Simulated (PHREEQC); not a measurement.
# Copper plating or etch bath

Make-up at 44 °C: 0.097 mol Cu(NO3)2 and 0.21 mol FeCl3 per kg of water. It is in equilibrium with CO2 at log p = -3.4 (atm). Otherwise closed; pH follows from the charge balance.

Computed with PHREEQC (ion-association model, wateq4f.dat).

- pH: 1.81
- ionic strength: 0.928 mol/kgw
- activity of water: 0.984
- total alkalinity: -420 meq/kg

| species | molality | activity | log γ |
|---|---|---|---|
| Cl- | 0.411 | 0.244 | -0.226 |
| NO3- | 0.194 | 0.107 | -0.260 |
| FeCl+2 | 0.143 | 0.0235 | -0.784 |
| Cu+2 | 0.0618 | 0.0124 | -0.698 |
| CuCl+ | 0.0327 | 0.0195 | -0.223 |
| Fe+3 | 0.0275 | 0.00181 | -1.182 |
| H+ | 0.0209 | 0.0155 | -0.131 |
| FeCl2+ | 0.0188 | 0.0145 | -0.112 |
| FeOH+2 | 0.0129 | 0.00213 | -0.784 |
| Fe2(OH)2+4 | 0.00362 | 5.81e-5 | -1.794 |

This is a speciation only: nothing precipitates in the calculation. Examples of supersaturated solids here: Hematite (slow to form), Goethite (slow to form). Others may be too. The ionic strength is past about 0.7 mol/kgw, beyond the range of this activity model, so the values are rough. At this temperature some constants are extrapolated from 25 °C, and those without enthalpy data are left unchanged.
